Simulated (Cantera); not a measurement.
A perfectly stirred reactor is fed with NH3 : N2 = 1 : 0.84 (molar parts), at 1.10 bar; it is held at 1648 K, and followed from long to short residence time.

Detailed kinetics in Cantera: the gas-phase N/H chemistry of the illustrative SiF4/NH3 mechanism in the Surface Chemkin manual (1991). Walls and surfaces, which speed up NH3 decomposition in real reactors, are not modelled.

What does this change do: temperature 1648 to 1900 K?


```
quantity                 before     after
----------------------  -------  --------
x(NH3) at τ = 1.10 s      0.394    0.0567
x(N2H2) at τ = 1.10 s   2.72e-7   1.01e-7
x(H) at τ = 1.10 s      1.24e-5  0.000305
x(NH) at τ = 1.10 s     4.32e-7   2.58e-6
x(N2H4) at τ = 1.10 s   1.15e-7   1.26e-8
x(NH3) at τ = 55.0 ms     0.532     0.336
x(N2H2) at τ = 55.0 ms  4.69e-7   1.09e-6
x(H) at τ = 55.0 ms     9.72e-7   7.97e-5
x(NH) at τ = 55.0 ms    3.72e-7   5.11e-6
x(N2H4) at τ = 55.0 ms  2.03e-7   1.65e-7
```
